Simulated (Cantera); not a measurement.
An isothermal, constant-pressure homogeneous reactor starts with C₂H₆ : N₂ = 1 : 4.3 (molar parts), at 1825 K and 10.00 Torr. Integrator tolerance rtol = 1e-08.

Detailed kinetics in Cantera: GRI-Mech 3.0 (53 species, 325 reactions). GRI-Mech 3.0 stops at C3 and has no aromatics, soot or wall deposition, so with more carbon than oxygen in the feed, carbon stays in small species such as C2H2 where larger ones or solid carbon would form. Radical loss at walls, strong at low pressure, is not modelled.

```csv
quantity,before,after
x(C₂H₆) at 4.00 s,2.64e-10 (gas-phase equilibrium 2.20e-11),3.24e-6 (gas-phase equilibrium 9.16e-8)
x(C₂H₂) at 4.00 s,0.137 (gas-phase equilibrium 0.0748),0.0941 (gas-phase equilibrium 0.0891)
x(CH₂) at 4.00 s,1.24e-7 (gas-phase equilibrium 3.12e-8),1.05e-10 (gas-phase equilibrium 3.81e-11)
x(C₂H) at 4.00 s,9.75e-6 (gas-phase equilibrium 5.34e-6),6.44e-10 (gas-phase equilibrium 1.35e-9)
x(CH₄) at 4.00 s,0.000100 (gas-phase equilibrium 2.49e-5),0.0545 (gas-phase equilibrium 0.00398)
x(HCN) at 4.00 s,5.69e-5 (gas-phase equilibrium 0.124),1.10e-8 (gas-phase equilibrium 0.0917)
```

Q: Which change was made?
A) pressure from 10.00 Torr to 1.58 Torr
B) N2 4.3 to 0.44 parts
C) temperature 1825 to 1925 K
D) temperature 1825 to 1325 K

A: D, temperature 1825 to 1325 K
